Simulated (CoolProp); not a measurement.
CH2F2 (R32) at several states: fugacity coefficient from the reference equation and from simpler models built on Tc = 78.1 °C, pc = 57.83 bar, ω = 0.277; each cubic takes its own stable root.

Values from CoolProp's reference Helmholtz-energy equation of state, Tillner-Roth 1997.

```csv
T (°C),p (bar),phase,reference,Redlich-Kwong,Soave-Redlich-Kwong,Peng-Robinson
44.55,0.204,gas,0.9980,0.9984,0.9983,0.9982
-86.05,22,liquid,0.005723,0.01459,0.005378,0.005640
42.35,13.1,gas,0.8734,0.8965,0.8916,0.8831
-113.05,14,liquid,0.0007807,0.002468,0.0006727,0.0007535
```
